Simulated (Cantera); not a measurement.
Feed: 1 mol Na2CO3, 1.9 mol CO2, equilibrated at 0.133 bar.

Cantera equilibrium calculation (NASA polynomials, part measured and part estimated; ideal gas, pure solids and liquids). Candidate condensed phases: C, Na, NaO2, Na2CO3, Na2O, Na2O2; 16 gas species. The numbers say what is thermodynamically allowed, not how fast it happens.

Problem. Which condensed phases are stable at each of these points (T (°C)): 1075, 1150, 1225, 1300, 1375, 1450, 1525, 1600, 1675, 1750, 1825?

Solution. 
```tsv
T (°C)	condensed phases	Na condensed (%)
1075	Na2CO3(l)	100.0
1150	Na2CO3(l)	100.0
1225	Na2CO3(l)	99.8
1300	Na2CO3(l)	99.3
1375	Na2CO3(l)	97.5
1450	Na2CO3(l)	91.7
1525	Na2CO3(l)	65.9
1600	gas only	0.0
1675	gas only	0.0
1750	gas only	0.0
1825	gas only	0.0
```

From 1075 °C to 1525 °C the condensed part is Na2CO3(l). From 1600 °C to 1825 °C nothing is condensed.
